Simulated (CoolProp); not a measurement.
Methane along the isotherm 192.5 K: density (kg/m³) from the reference equation and from simpler models built on Tc = 190.6 K, pc = 4599 kPa, ω = 0.011; each cubic takes its own stable root.

Model: reference Helmholtz-energy equation of state, Setzmann 1991, in CoolProp.

```
p (kPa)          phase  reference  ideal gas  van der Waals  Redlich-Kwong  Soave-Redlich-Kwong
-------  -------------  ---------  ---------  -------------  -------------  -------------------
72.7               gas     0.7325     0.7287         0.7321         0.7325               0.7325
138                gas      1.397      1.383          1.395          1.397                1.397
261                gas      2.666      2.616          2.660          2.667                2.667
495                gas      5.145      4.962          5.126          5.149                5.149
939                gas      10.11      9.412          10.04          10.13                10.13
1780               gas      20.72      17.84          20.39          20.76                20.76
3380               gas      48.65      33.88          46.80          48.68                48.68
6400     supercritical      255.0      64.15          190.2          224.6                224.6
12100    supercritical      299.8      121.3          227.9          281.8                281.8
23000    supercritical      333.6      230.5          256.0          326.0                326.0
```
